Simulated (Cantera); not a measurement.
Charge: 1 mol KCl, 1.2 mol H2, held at 1727 °C and 1.00 bar.

Cantera equilibrium calculation (NASA polynomials, part measured and part estimated; ideal gas, pure solids and liquids). Candidate condensed phases: K, KCl; 10 gas species. The numbers say what is thermodynamically allowed, not how fast it happens.

Base state: H2 0.541, KCl 0.423, HCl 0.0117, K 0.0117, K2Cl2 0.0106, H 0.00120, KH 3.58e-5, Cl 1.93e-5 (mole fractions); condensed: gas only.

Q: What changes in the equilibrium state with this change: temperature from 1727 °C to 1975 °C?

A: 
```csv
species,before,after
H2,0.541,0.525
KCl,0.423,0.420
K,0.0117,0.0233
HCl,0.0117,0.0232
K2Cl2,0.0106,0.00324
Cl,1.93e-5,0.000170
H,0.00120,0.00532
KH,3.58e-5,8.84e-5
```
